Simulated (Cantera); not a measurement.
A perfectly stirred reactor is fed with NO : N2 = 1 : 3.3 (molar parts), at 20.0 Torr; it is held at 2075 K, and followed from long to short residence time.

Cantera simulation using GRI-Mech 3.0 (53 species, 325 reactions); the numbers are that mechanism's predictions, not measurements. Radical loss at walls, strong at low pressure, is not modelled.

Task: What does this change do: pressure from 20.0 Torr to 97.5 Torr?

Result: 
| quantity | before | after |
|---|---|---|
| x(NO) at τ = 1.20 s | 0.200 | 0.153 |
| x(NO2) at τ = 1.20 s | 1.37e-5 | 3.69e-5 |
| x(N2O) at τ = 1.20 s | 1.50e-5 | 9.63e-6 |
| x(O2) at τ = 1.20 s | 0.0155 | 0.0395 |
| x(O) at τ = 1.20 s | 0.00102 | 0.000678 |
| x(NO) at τ = 42.0 ms | 0.232 | 0.230 |
| x(NO2) at τ = 42.0 ms | 2.75e-6 | 1.70e-5 |
| x(N2O) at τ = 42.0 ms | 2.07e-5 | 2.35e-5 |
| x(O2) at τ = 42.0 ms | 0.000115 | 0.00104 |
| x(O) at τ = 42.0 ms | 0.000182 | 0.000233 |
